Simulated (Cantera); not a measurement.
Cantera run, input and output.

```python
import numpy as np
import cantera as ct

gas = ct.Solution("gri30.yaml")
gas.TPX = 1250, 79000, {'CH4': 1, 'N2': 37}
reactor = ct.IdealGasConstPressureReactor(gas, energy="off", clone=False)
net = ct.ReactorNet([reactor])
net.rtol, net.atol = 1e-08, 1e-18
show = ['CH4', 'C2H', 'H', 'CH3', 'HCN', 'C2H6']
times = np.geomspace(2e-06, 100, 14)

steps = ct.SolutionArray(gas, extra=["t"])
rows = []
print(f"{'t/s':>10s}{'T/K':>9s}{'P/Pa':>11s}" + "".join(f"{s:>11s}" for s in show))
for t in times:
    while net.time < t:
        t_next = net.step()
        steps.append(gas.state, t=t_next)
    rows.append([np.interp(t, steps.t, y) for y in (steps.T, steps.P, *steps(*show).X.T)])
    print(f"{t:10.3e}{rows[-1][0]:9.1f}{rows[-1][1]:11.4g}" + "".join(f"{x:11.3e}" for x in rows[-1][2:]))
rate = np.gradient(steps.T, steps.t)
print("integrator steps:", len(steps.t))
if steps.T.max() > steps.T[0] + 200:
    print(f"time of steepest temperature rise: {steps.t[rate.argmax()]:.4e} s")
gas.TPX = 1250, 79000, {'CH4': 1, 'N2': 37}
gas.equilibrate("TP")
print(f"equilibrium (TP): T = {gas.T:.1f} K  " + "  ".join(f"{s} {gas[s].X[0]:.3e}" for s in show))
```

It prints:

```
       t/s      T/K       P/Pa        CH4        C2H          H        CH3        HCN       C2H6
 2.000e-06   1250.0    7.9e+04  2.632e-02  7.207e-43  1.956e-11  2.681e-11  2.295e-26  1.443e-20
 7.821e-06   1250.0    7.9e+04  2.632e-02  1.875e-39  4.942e-11  1.319e-10  4.513e-25  1.289e-18
 3.058e-05   1250.0    7.9e+04  2.632e-02  9.098e-36  6.602e-11  6.431e-10  8.930e-24  1.242e-16
 1.196e-04   1250.0    7.9e+04  2.632e-02  2.229e-32  6.634e-11  2.707e-09  1.546e-22  9.130e-15
 4.677e-04   1250.0    7.9e+04  2.632e-02  3.170e-29  6.634e-11  1.078e-08  2.469e-21  5.881e-13
 1.829e-03   1250.0    7.9e+04  2.632e-02  3.010e-26  6.637e-11  4.227e-08  3.824e-20  3.488e-11
 7.152e-03   1250.0    7.9e+04  2.632e-02  3.015e-23  6.681e-11  1.617e-07  6.567e-19  2.021e-09
 2.797e-02   1250.0    7.9e+04  2.632e-02  2.703e-20  7.060e-11  4.802e-07  1.353e-17  8.399e-08
 1.094e-01   1250.0    7.9e+04  2.631e-02  2.721e-18  7.643e-11  6.701e-07  1.139e-16  9.280e-07
 4.276e-01   1250.0    7.9e+04  2.631e-02  3.507e-17  9.505e-11  9.100e-07  6.299e-16  4.375e-06
 1.672e+00   1250.0    7.9e+04  2.627e-02  8.564e-16  2.091e-10  1.437e-06  3.873e-15  1.570e-05
 6.539e+00   1250.0    7.9e+04  2.611e-02  3.035e-14  9.535e-10  1.916e-06  2.973e-14  3.052e-05
 2.557e+01   1250.0    7.9e+04  2.547e-02  3.181e-13  4.103e-09  1.762e-06  2.598e-13  2.549e-05
 1.000e+02   1250.0    7.9e+04  2.343e-02  1.148e-12  1.245e-08  1.364e-06  1.909e-12  1.451e-05
integrator steps: 1068
equilibrium (TP): T = 1250.0 K  CH4 4.379e-03  C2H 1.827e-12  H 9.760e-08  CH3 2.606e-07  HCN 1.670e-02  C2H6 6.256e-07
```

Detailed kinetics in Cantera: GRI-Mech 3.0 (53 species, 325 reactions). GRI-Mech 3.0 stops at C3 and has no aromatics, soot or wall deposition, so with more carbon than oxygen in the feed, carbon stays in small species such as C2H2 where larger ones or solid carbon would form.
